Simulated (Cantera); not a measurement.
An isothermal, constant-pressure homogeneous reactor starts with 0.308 % CO, 6.43 % O2, 5.20 % H2O, 88.1 % N2, at 1225 K and 0.148 atm.

Model: GRI-Mech 3.0 (53 species, 325 reactions), integrated in Cantera.

One state of this run: x CO = 0.000108; x O2 = 0.0628; x H2O = 0.0519; x H2O2 = 1.08e-7; x OH = 0.000174; x O = 6.67e-5. x: mole fraction; the columns are a selection and need not sum to one.

Question: Which value of t (s) does it belong to?
(A) 0.00734
(B) 0.000264
(C) 30.0
(D) 0.0387

Answer: D, 0.0387
